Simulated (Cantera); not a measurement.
Mixture: CO : H2 : CH4 : O2 : N2 = 1 : 0.031 : 0.16 : 1.78 : 6.68 (molar parts), equivalence ratio 0.47, at 0.987 atm, adiabatic and at constant pressure. Ignition delay is the time to a rise of 400 K.

Computed with Cantera and GRI-Mech 3.0 (53 species, 325 reactions). Where the delays flatten at high temperature, the 400 K rule measures the pace of heat release, not the induction time.

Task: What does this change do: pressure from 0.987 atm to 0.385 atm?

Result: 
| quantity | before | after |
|---|---|---|
| delay at 1025 K | 7.37 ms | 11.2 ms |
| delay at 1175 K | 1.56 ms | 3.03 ms |
| delay at 1325 K | 0.555 ms | 1.29 ms |
| delay at 1475 K | 0.272 ms | 0.739 ms |
| delay at 1625 K | 0.169 ms | 0.554 ms |
